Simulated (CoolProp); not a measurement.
A single-stage vapour-compression cycle with n-perfluorobutane: evaporating at 304.15 K (dew point), condensing at 354.15 K (bubble point), superheat 8 K, subcooling 2 K, compressor efficiency 0.8, no pressure losses. Each further row changes one setting.

Model: reference Helmholtz-energy equation of state, Gao 2022, in CoolProp.

| case | cooling COP | pressure ratio | discharge temperature (K) | refrigerating effect (kJ/kg) | volumetric capacity (kJ/m³) |
|---|---|---|---|---|---|
| as stated | 2.47 | 3.66 | 354.2 | 34.7 | 1140 |
| evaporating temperature 309.15 K | 3.07 | 3.15 | 354.2 | 38.6 | (withheld) |
| condensing temperature 349.15 K | 3.15 | (withheld) | 349.2 | (withheld) | 1350 |
| subcooling 7 K | (withheld) | 3.66 | 354.2 | (withheld) | (withheld) |
| superheat 18 K | (withheld) | 3.66 | 354.2 | (withheld) | 1380 |
| compressor efficiency 0.7 | 2.17 | 3.66 | 354.2 | 34.7 | 1140 |

Some entries are withheld; supply them.


- evaporating temperature 309.15 K, volumetric capacity (kJ/m³): 1470
- condensing temperature 349.15 K, pressure ratio: 3.27
- condensing temperature 349.15 K, refrigerating effect (kJ/kg): 41.1
- subcooling 7 K, cooling COP: 2.94
- subcooling 7 K, refrigerating effect (kJ/kg): 41.2
- subcooling 7 K, volumetric capacity (kJ/m³): 1360
- superheat 18 K, cooling COP: 2.85
- superheat 18 K, refrigerating effect (kJ/kg): 43.8

The compression ends wet for: as stated; evaporating temperature 309.15 K; condensing temperature 349.15 K; subcooling 7 K; superheat 18 K; compressor efficiency 0.7.
